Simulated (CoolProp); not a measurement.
1000 sccm (0 °C, 1 atm) of nitrogen bubbles through liquid tetrahydrofuran at 290.1 K and leaves saturated at a total pressure of 0.15 MPa (ideal gas phase). Each further row changes one setting.

Model: reference Helmholtz-energy equation of state, Fiedler 2023, in CoolProp.

```csv
case,vapour pressure (kPa),mole fraction of vapour,delivery (mg/min),delivery (sccm),change of delivery for a bath 1 K warmer (%)
as stated,15.0,0.100,…,…,5.3
bath temperature 295.1 K,…,0.126,464,144,5.3
total pressure 0.3 MPa,15.0,0.0501,170,52.7,5.0
```

Problem. What belongs in the gaps?

Solution. 
- as stated, delivery (mg/min): 358
- as stated, delivery (sccm): 111
- bath temperature 295.1 K, vapour pressure (kPa): 18.9
